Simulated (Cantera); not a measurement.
Input: 1 mol Si3N4, 0.093 mol C, 7 mol N2, 0.016 mol Si, equilibrated at 64.0 Pa.

Equilibrium computed with Cantera from the NASA thermochemical tables; the gas is ideal and each condensed phase is pure. Candidate condensed phases: C, Si, SiC, Si3N4; 20 gas species. Mutual solubility and eutectic melting of coexisting phases are not modelled. The tables' values for SiN are old estimates; treat these amounts as uncertain. Rates play no part. All values below are at 1527 °C.

Base state: N2 0.995, Si 0.00496, Si2N 8.92e-5, SiN 5.54e-5, Si2C 5.27e-5, Si2 3.00e-5 (mole fractions); condensed: Si(l) + SiC(s).

**Question.** What changes in the equilibrium state with this change: 0.032 mol CO2 added?

**Answer.** 
| species | before | after |
|---|---|---|
| N2 | 0.995 | 0.988 |
| SiO | 0 | 0.00636 |
| Si | 0.00496 | 0.00496 |
| CO | 0 | 0.000664 |
| SiN | 5.54e-5 | 5.52e-5 |
| Si2N | 8.92e-5 | 8.88e-5 |
| Si2C | 5.27e-5 | 5.27e-5 |
| Si2 | 3.00e-5 | 3.00e-5 |
| Si(l), mol | 2.87 | 2.79 |
| SiC(s), mol | 0.0925 | 0.118 |
Further candidate phases: SiO2, Si2N2O.
